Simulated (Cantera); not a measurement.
## Stirred combustor or abatement burner

A perfectly stirred reactor is fed with CH4 : O2 : N2 = 1 : 3.51 : 13.2 (molar parts), equivalence ratio 0.57, at 1.00 bar; it is adiabatic with a 475 K inlet, and is followed from long to short residence time, starting on the burning branch (τ in s: 0.076, 0.034, 0.015, 0.0068, 0.003, 0.0013, 0.0006, 0.00027, 0.00012, 5.3e-05, 2.4e-05).

Model: GRI-Mech 3.0 (53 species, 325 reactions), integrated in Cantera.

```
τ (s)    T (K)     x CH4    x O2    x NO2     x CH3   x H2O    x HO2
-------  -----  --------  ------  -------  --------  ------  -------
0.076     1742   1.41e-5  0.0851  2.30e-8   2.93e-6   0.112  1.87e-6
0.034     1737   2.35e-5  0.0852  1.93e-8   4.65e-6   0.112  2.97e-6
0.015     1730   3.95e-5  0.0853  1.50e-8   7.30e-6   0.111  4.80e-6
0.0068    1718   6.58e-5  0.0855  1.10e-8   1.12e-5   0.111  7.61e-6
0.0030    1698  0.000114  0.0860  7.95e-9   1.76e-5   0.110  1.21e-5
0.0013    1668  0.000209  0.0872  5.81e-9   2.87e-5   0.109  1.91e-5
0.00060   1623  0.000404  0.0893  4.25e-9   4.84e-5   0.107  2.92e-5
0.00027   1544   0.00104  0.0946  2.59e-9  0.000103   0.104  5.12e-5
0.00012    475    0.0565   0.198   <1e-12    <1e-12  <1e-12   <1e-12
5.3e-5     475    0.0565   0.198   <1e-12    <1e-12  <1e-12   <1e-12
2.4e-5     475    0.0565   0.198   <1e-12    <1e-12  <1e-12   <1e-12
```
x: mole fraction; the columns are a selection and need not sum to one.
